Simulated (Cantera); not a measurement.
A closed system holds: 1 mol AlI3, 3.8 mol H2O, 5.3 mol H2, held at 29.0 Pa.

Cantera equilibrium calculation (NASA polynomials, part measured and part estimated; ideal gas, pure solids and liquids). Candidate condensed phases: Al, AlI3, Al2O3, H2O, I2; 25 gas species. The numbers say what is thermodynamically allowed, not how fast it happens.

At 1352 °C, list the 6 most abundant gas species with their mole fractions, and the condensed phases.

H2 0.558, I 0.242, H2O 0.190, HI 0.00606, H 0.00310, OH 4.44e-5. Condensed: Al2O3(s).
